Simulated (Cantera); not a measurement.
Premixed flame

A freely propagating, adiabatic, planar premixed flame of 5.47 % CH4, 0.312 % C2H6, 17.7 % O2, 66.7 % N2, 9.84 % H2O, equivalence ratio 0.68, unburnt at 600 K and 1000000 Pa; unity-Lewis-number transport, grid criteria slope 0.08 and curve 0.16, no radiation.

Cantera simulation using GRI-Mech 3.0 (53 species, 325 reactions); the numbers are that mechanism's predictions, not measurements. Unity Lewis numbers drop preferential diffusion, which matters most where H2 and H carry the flame. Burning velocities carry a grid error of a few per cent, more on coarse grids.

```
z (mm)   T (K)  u (m/s)    x CH4    x C2H6    x O2    x C2H4      x H2    x CH2O
-------  -----  -------  -------  --------  ------  --------  --------  --------
-0.459     603    0.170   0.0545   0.00311   0.176   2.91e-6   1.03e-5   4.94e-6
-0.306     619    0.174   0.0538   0.00306   0.175   1.75e-5   6.17e-5   2.97e-5
-0.229     656    0.185   0.0521   0.00296   0.172   5.19e-5  0.000183   8.79e-5
-0.153     782    0.220   0.0463   0.00259   0.160  0.000171  0.000605  0.000290
-0.0765   1144    0.323   0.0285   0.00149   0.126  0.000519   0.00188  0.000844
-0.0382   1440    0.408   0.0136  0.000615  0.0963  0.000646   0.00290  0.000883
0         1728    0.490  0.00161   2.73e-5  0.0679  0.000166   0.00238  0.000201
0.0382    1834    0.518  2.21e-5   1.26e-8  0.0589   1.94e-6  0.000683   5.01e-6
0.0765    1863    0.525  3.93e-7     <1e-8  0.0571   2.42e-8  0.000300   9.71e-8
0.153     1879    0.529    <1e-8     <1e-8  0.0563     <1e-8  0.000106     <1e-8
0.306     1884    0.531    <1e-8     <1e-8  0.0561     <1e-8   4.18e-5     <1e-8
0.612     1885    0.531    <1e-8     <1e-8  0.0561     <1e-8   3.36e-5     <1e-8
1.22      1885    0.531    <1e-8     <1e-8  0.0561     <1e-8   3.34e-5     <1e-8
```
x: mole fraction of selected species; z is measured from the peak of heat release.

The laminar burning velocity is 16.9 cm/s and the thermal thickness is 0.153 mm. The peak x(C2H4) is 0.000654 and the peak x(H2) is 0.00310. The peak x(CH2O) is 0.000960 and the grid points is 126.
